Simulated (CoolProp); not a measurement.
n-perfluorohexane along the isobar 2.6 MPa: Z from the reference equation and from simpler models built on Tc = 174.9 °C, pc = 1.742 MPa, ω = 0.497; each cubic takes its own stable root.

The numbers come from the reference Helmholtz-energy equation of state, Gao 2022 in CoolProp.

```csv
T (°C),phase,reference,van der Waals,Peng-Robinson
-74.95,liquid,0.2719,0.4917,0.2874
-56.95,liquid,0.2559,0.4589,0.2675
-38.95,liquid,0.2424,0.4318,0.2511
-20.95,liquid,0.2312,0.4092,0.2376
-3.05,liquid,0.2218,0.3904,0.2266
14.95,liquid,0.2139,0.3745,0.2176
32.95,liquid,0.2074,0.3614,0.2106
50.95,liquid,0.2022,0.3507,0.2053
68.95,liquid,0.1983,0.3422,0.2018
86.95,liquid,0.1958,0.3359,0.2003
104.95,liquid,0.1947,0.3319,0.2012
122.85,liquid,0.1956,0.3304,0.2050
140.85,liquid,0.1994,0.3319,0.2134
158.85,liquid,0.2081,0.3374,0.2298
176.85,supercritical,0.2288,0.3492,0.2644
```
